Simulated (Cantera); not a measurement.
Input: 1 mol PbO, 0.058 mol H₂, equilibrated at 2.30 bar.

These are equilibrium values from Cantera (NASA tables, ideal gas, pure condensed phases), not measurements of a reactor. Candidate condensed phases: H₂O, Pb, PbO, PbO₂, Pb₃O₄; 12 gas species. Each liquid is taken as pure. Mutual solubility and eutectic melting of coexisting phases are not modelled. Gases not in the tables: (PbO)n polymers. The numbers say what is thermodynamically allowed, not how fast it happens. All values below are at 1375 K.

Base state: H₂O 0.996, Pb 0.00285, PbO 0.000668, H₂ 0.000662 (mole fractions); condensed: Pb(l) + PbO(l).

**Question.** What changes in the equilibrium state with this change: 0.25 mol O₂ added?

**Answer.** 
```csv
species,before,after
O₂,9.22e-8,0.792
H₂O,0.996,0.208
PbO,0.000668,0.000668
Pb,0.00285,9.74e-7
H₂,0.000662,4.71e-8
OH,1.57e-6,3.89e-5
"Pb(l), mol",0.0578,0
"PbO(l), mol",0.942,1.000
```
